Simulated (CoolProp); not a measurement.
Vapour-liquid equilibrium of propane (1) + isohexane (2) at 11.45 °C; x and y are mole fractions of (1).

Computed with CoolProp (multi-fluid Helmholtz-energy mixture model, Lemmon 2009 and Lemmon 2006; pair parameters Bell 2016).

| x | bubble pressure, mixture model (bar) | bubble pressure, Raoult's law (bar) | y, mixture model | y, Raoult's law |
|---|---|---|---|---|
| 0.05 | 0.4726 | 0.4799 | 0.680 | 0.691 |
| 0.2 | 1.418 | 1.451 | 0.905 | 0.914 |
| 0.35 | 2.359 | 2.422 | 0.951 | 0.958 |
| 0.5 | 3.298 | 3.394 | 0.971 | 0.977 |
| 0.65 | 4.246 | 4.365 | 0.983 | 0.987 |
| 0.8 | 5.222 | 5.336 | 0.991 | 0.994 |
| 0.95 | 6.260 | 6.308 | 0.998 | 0.999 |

The largest gap from Raoult's law is -2.8 % in bubble pressure, at x = 0.5. No azeotrope shows between x = 0.05 and 0.95.

The pair parameters rest on a limited set of measurements; away from them the model extrapolates.
